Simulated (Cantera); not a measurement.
An isothermal, constant-pressure homogeneous reactor starts with CO : O2 : H2O : N2 = 0.019 : 0.0034 : 0.07 : 1 (molar parts), equivalence ratio 2.8, at 1075 K and 1.01 bar.

Computed with Cantera and GRI-Mech 3.0 (53 species, 325 reactions).

**Question.** Predict: x(CO) at 20.0 s; x(H2O) at 20.0 s; x(NO) at 20.0 s; x(H2) at 20.0 s.

**Answer.** 
```
Item                                                Value
----------------  ---------------------------------------
x(CO) at 20.0 s   0.00352 (gas-phase equilibrium 0.00228)
x(H2O) at 20.0 s    0.0566 (gas-phase equilibrium 0.0554)
x(NO) at 20.0 s    1.33e-8 (gas-phase equilibrium <1e-12)
x(H2) at 20.0 s   0.00768 (gas-phase equilibrium 0.00893)
```
